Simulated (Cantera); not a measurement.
Feed: 1 mol Si, 1.6 mol HF, equilibrated at 450 K and 0.770 bar.

Equilibrium computed with Cantera from the NASA thermochemical tables; the gas is ideal and each condensed phase is pure. Candidate condensed phases: Si; 25 gas species. Equilibrium is a limit: real reactors are often held back by kinetics, nucleation or transport.

### Question
What is the equilibrium state?

### Answer
| Quantity | Result |
|---|---|
| x(H₂) | 0.663 |
| x(SiF₄) | 0.326 |
| x(SiHF₃) | 0.0104 |
| x(SiH₂F₂) | 0.000315 |
| x(SiH₃F) | 1.12e-6 |
| n(Si(s)) | 0.597 mol |
| gas amount | 1.197 mol |
